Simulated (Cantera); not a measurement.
MgCl₂ + H₂O + H₂ (halide evaporation, hydrolysis and transport)

Input: 1 mol MgCl₂, 0.37 mol H₂O, 54 mol H₂, equilibrated at 1575 °C and 15.0 mbar.

Cantera equilibrium calculation (NASA polynomials, part measured and part estimated; ideal gas, pure solids and liquids). Candidate condensed phases: H₂O, Mg, MgCl₂, MgO, Mg(OH)₂; 22 gas species. The tables' values for MgH are old estimates; treat these amounts as uncertain. Kinetics and transport are ignored.

```json
{
 "x(H₂)": "0.945",
 "x(HCl)": "0.0263",
 "x(Mg)": "0.0130",
 "x(H₂O)": "0.00657",
 "x(MgCl₂)": "0.00442",
 "x(H)": "0.00421",
 "x(MgCl)": "0.000330",
 "x(Cl)": "8.92e-5",
 "x(MgH)": "2.17e-5",
 "gas_amount": "56.23 mol",
 "log10 activity of Mg(l) (absent)": "-4.96"
}
```
